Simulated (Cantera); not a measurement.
A closed system holds: 1 mol borazine, 140 mol H2, at 1602 °C and 0.00133 bar.

Method: chemical equilibrium by Gibbs-energy minimisation in Cantera with the NASA 1993 tables (ideal gas, pure condensed phases). Candidate condensed phases: B, BN; 15 gas species. The feed counts by its element totals alone. The tables' values for BH2 are old estimates; treat these amounts as uncertain. Rates play no part.

### Question
What is the equilibrium state?

### Answer
```
Item           Result
----------  ---------
x(H2)           0.972
x(H)           0.0177
x(N2)          0.0103
x(BH2)       0.000211
x(B)          1.08e-5
x(BH)         1.46e-6
n(B(s))      2.97 mol
gas amount  145.8 mol
```
